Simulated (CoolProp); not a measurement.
A single-stage vapour-compression cycle with R125: evaporating at 211.15 K (dew point), condensing at 254.15 K (bubble point), superheat 5 K, subcooling 0 K, compressor efficiency 0.8, no pressure losses. Each further row changes one setting.

Model: reference Helmholtz-energy equation of state, Lemmon 2005, in CoolProp.

| case | cooling COP | pressure ratio | discharge temperature (K) | refrigerating effect (kJ/kg) | volumetric capacity (kJ/m³) |
|---|---|---|---|---|---|
| as stated | (withheld) | 7.22 | 277.3 | 126 | 418 |
| evaporating temperature 216.15 K | 3.81 | 5.47 | (withheld) | (withheld) | 555 |
| condensing temperature 249.15 K | (withheld) | (withheld) | (withheld) | 132 | 437 |
| subcooling 5 K | (withheld) | 7.22 | 277.3 | 132 | 437 |
| superheat 15 K | 3.22 | 7.22 | (withheld) | 133 | 419 |
| compressor efficiency 0.7 | 2.80 | 7.22 | 284.3 | 126 | 418 |

Question: Complete the blanks.

Answer: 
- as stated, cooling COP: 3.20
- evaporating temperature 216.15 K, discharge temperature (K): 274.2
- evaporating temperature 216.15 K, refrigerating effect (kJ/kg): 129
- condensing temperature 249.15 K, cooling COP: 3.74
- condensing temperature 249.15 K, pressure ratio: 5.97
- condensing temperature 249.15 K, discharge temperature (K): 271.1
- subcooling 5 K, cooling COP: 3.35
- superheat 15 K, discharge temperature (K): 288.0
